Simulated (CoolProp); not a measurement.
cis-2-butene along the isotherm 284.4 K: density (kg/m³) from the reference equation and from simpler models built on Tc = 435.8 K, pc = 42.36 bar, ω = 0.202; each cubic takes its own stable root.

Values from CoolProp's reference Helmholtz-energy equation of state, Lemmon 2005. It is a short technical equation, of lower accuracy than the large ones.

| p (bar) | phase | reference | van der Waals | Redlich-Kwong | Soave-Redlich-Kwong | Peng-Robinson |
|---|---|---|---|---|---|---|
| 6.62 | liquid | 632.2 | 389.5 | 570.0 | 585.1 | 661.4 |
| 13.2 | liquid | 633.1 | 391.5 | 571.6 | 586.3 | [?] |
| 19.9 | liquid | 633.9 | 393.5 | 573.1 | 587.5 | 663.8 |
| 26.5 | liquid | 634.8 | [?] | 574.6 | 588.7 | 664.9 |
| 33.1 | liquid | 635.6 | 397.1 | 576.0 | 589.9 | 666.0 |
| 39.7 | liquid | 636.5 | 398.8 | 577.4 | 591.0 | [?] |
| 46.3 | liquid | 637.3 | 400.4 | 578.7 | 592.1 | 668.2 |
| 53 | liquid | 638.1 | 402.0 | [?] | 593.3 | 669.3 |
| 59.6 | liquid | 638.9 | 403.5 | 581.4 | 594.3 | 670.3 |
| 66.2 | liquid | 639.7 | 404.9 | 582.6 | 595.4 | 671.3 |
| 72.8 | liquid | [?] | 406.3 | 583.9 | 596.4 | 672.3 |
| 79.4 | liquid | 641.2 | [?] | 585.1 | 597.4 | 673.3 |
| 86 | liquid | 642.0 | 408.9 | 586.3 | 598.4 | 674.3 |
| 92.7 | liquid | 642.7 | 410.2 | 587.5 | 599.4 | 675.3 |
| 99.3 | liquid | 643.5 | 411.4 | 588.6 | 600.4 | 676.2 |
| 106 | liquid | 644.2 | 412.5 | 589.8 | 601.3 | 677.1 |

Q: Complete the blanks.

A: 
- 13.2, Peng-Robinson: 662.6
- 26.5, van der Waals: 395.4
- 39.7, Peng-Robinson: 667.1
- 53, Redlich-Kwong: 580.1
- 72.8, reference: 640.4
- 79.4, van der Waals: 407.6
